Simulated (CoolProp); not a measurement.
n-heptane along the isobar 3.46 MPa: fugacity coefficient from the reference equation and from simpler models built on Tc = 268.1 °C, pc = 2.774 MPa, ω = 0.349; each cubic takes its own stable root.

Values from CoolProp's reference Helmholtz-energy equation of state, Span 2003. It is a short technical equation, of lower accuracy than the large ones.

```
T (°C)   phase  reference
------  ------  ---------
-12.25  liquid  0.0002476
5.55    liquid  0.0007588
23.25   liquid   0.001967
40.95   liquid   0.004474
58.75   liquid   0.009161
76.45   liquid    0.01706
94.15   liquid    0.02942
111.95  liquid    0.04766
129.65  liquid    0.07278
147.35  liquid     0.1059
165.15  liquid     0.1480
182.85  liquid     0.1988
200.55  liquid     0.2584
218.35  liquid     0.3264
236.05  liquid     0.4006
253.75  liquid     0.4792
```

Task: How far does each simpler model (van der Waals, Redlich-Kwong, Peng-Robinson) lie from the reference over these 16 states: mean and median of the absolute difference, and the worst?

Result: 
- van der Waals: mean 1359.9 %, median 260.0 %, worst +9795.0 % at -12.25 °C and 3.46 MPa
- Redlich-Kwong: mean 129.4 %, median 78.1 %, worst +462.2 % at -12.25 °C and 3.46 MPa
- Peng-Robinson: mean 1.2 %, median 0.6 %, worst +7.1 % at -12.25 °C and 3.46 MPa
